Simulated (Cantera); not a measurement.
Input: 1 mol B2O3, 8.7 mol NF3, 0.35 mol O2, held at 1923.15 K and 0.00133 bar.

These are equilibrium values from Cantera (NASA tables, ideal gas, pure condensed phases), not measurements of a reactor. Candidate condensed phases: B, BN, B2O3; 31 gas species. The numbers say what is thermodynamically allowed, not how fast it happens.

Base state: F 0.709, N2 0.153, BF3 0.0706, O2 0.0633, O 0.00250, NO 0.00149 (mole fractions); condensed: gas only.

Q: What changes in the equilibrium state with this change: temperature from 1923.15 K to 1848.15 K?

A: 
```
species   before    after
-------  -------  -------
F          0.709    0.710
N2         0.153    0.153
BF3       0.0706   0.0706
O        0.00250  0.00131
O2        0.0633   0.0641
NO       0.00149  0.00119
```

Q: What changes in the equilibrium state with this change: temperature from 1923.15 K to 1523 K?

A: 
| species | before | after |
|---|---|---|
| F | 0.709 | 0.710 |
| N2 | 0.153 | 0.154 |
| BF3 | 0.0706 | 0.0707 |
| O | 0.00250 | 3.86e-5 |
| O2 | 0.0633 | 0.0652 |
| NO | 0.00149 | 0.000336 |
| F2 | 4.68e-6 | 7.39e-5 |

Q: What changes in the equilibrium state with this change: NF3 from 8.7 to 0.84 mol?

A: 
```
species   before     after
-------  -------  --------
BOF      2.42e-6     0.510
O2        0.0633     0.282
N2         0.153     0.122
F          0.709   0.00232
BF3       0.0706    0.0750
BO2        <1e-9  0.000222
BOF2     3.58e-7  0.000246
BF2      1.22e-7   3.97e-5
```
The tables' values for BF2 are old estimates; treat these amounts as uncertain.
